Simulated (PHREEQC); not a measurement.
Dissolve 0.18 mol Cu(NO3)2 and 6.2e-05 mol MgSO4 per kg of water at 25 °C. Closed to the air; pH follows from the charge balance.

Computed with PHREEQC (ion-association model, phreeqc.dat).

Each row changes one thing in this solution. Precipitation was switched off in this run.

```csv
case,pH,ionic strength (mol/kgw)
as made,4.11,0.540
MgSO4 replaced by Mg(NO3)2 at the same molality,4.11,0.540
0.012 mol/kgw CO2 added,(withheld),0.540
Cu(NO3)2 left out,6.99,0.000245
MgSO4 from 6.2e-05 to 0.00031 mol/kgw,4.11,0.540
0.071 mol/kgw Na2SO4 added,(withheld),(withheld)
```

**Question.** Some entries are withheld; supply them.

**Answer.** 
- 0.012 mol/kgw CO2 added, pH: 3.43
- 0.071 mol/kgw Na2SO4 added, pH: 4.25
- 0.071 mol/kgw Na2SO4 added, ionic strength (mol/kgw): 0.601

Complexes and solids missing from the database can't appear.
